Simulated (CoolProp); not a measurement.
Aqueous sodium chloride as a coolant, 5 % by mass, freezing at -3.1 °C, 1 atm.

The numbers come from the Melinder's fits for secondary coolants in CoolProp.

| T (°C) | conductivity (W/(m K)) | viscosity (mPa s) | cp (kJ/(kg K)) | density (kg/m³) |
|---|---|---|---|---|
| 2 | 0.562 | 1.78 | 3.914 | 1038 |
| 9.5 | 0.576 | 1.42 | 3.919 | 1037 |
| 16.9 | 0.588 | 1.17 | 3.925 | 1035 |
| 24.3 | 0.601 | 0.981 | 3.932 | 1033 |
| 31.8 | 0.613 | 0.839 | 3.939 | 1030 |
